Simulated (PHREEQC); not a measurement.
Solution (80 °C): 0.0032 mol/kgw CuSO4, 0.0013 mol/kgw HNO3 and 0.25 mol/kgw KCl. Closed to the air; pH follows from the charge balance.

The numbers come from PHREEQC with the ion-association model, wateq4f.dat.

Precipitation was switched off in this run.

### Question
Order these S species by the share of S that they hold, largest first: CuSO4, HSO4-, SO4-2, KSO4-.

### Answer
SO4-2 (50 %), KSO4- (43 %), HSO4- (5.8 %), CuSO4 (0.92 %)

### Question
Order these Cu species by the share of Cu that they hold, largest first: CuCl+, Cu+2, CuSO4, CuCl2.

### Answer
CuCl+ (59 %), Cu+2 (34 %), CuCl2 (5.5 %), CuSO4 (0.92 %)

The pH is 3.07 and the ionic strength 0.257 mol/kgw. At this temperature some constants are extrapolated from 25 °C, and those without enthalpy data are left unchanged.
